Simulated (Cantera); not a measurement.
# Transport properties of process gases

Gas mixture: 11.0 % H2O, 89.0 % N2O, at 4.93 atm, frozen composition.

Cantera's kinetic-theory transport with the Lennard-Jones parameters of GRI-Mech 3.0, ideal gas; thermal conductivity in the mixture-averaged form. Polar gases are described roughly by these parameters. The composition is frozen, though it would react at the higher temperatures.

```tsv
T (K)	ρ (kg/m³)	cp (J/kg/K)	μ (µPa s)	λ (mW/m/K)	Pr	D (cm²/s) H2O	D (cm²/s) CH4	D (cm²/s) H
400	6.19	1015	19.1	26.6	0.731	0.0592	0.0607	0.347
550	4.50	1117	25.2	38.6	0.728	0.110	0.108	0.616
700	3.54	1195	30.5	50.3	0.726	0.173	0.165	0.941
850	2.91	1257	35.4	61.5	0.724	0.247	0.230	1.32
1000	2.47	1305	40.0	72.3	0.721	0.331	0.304	1.74
1150	2.15	1339	44.2	82.6	0.716	0.424	0.386	2.20
```
D: mixture-averaged diffusion coefficient of that species in the mixture.
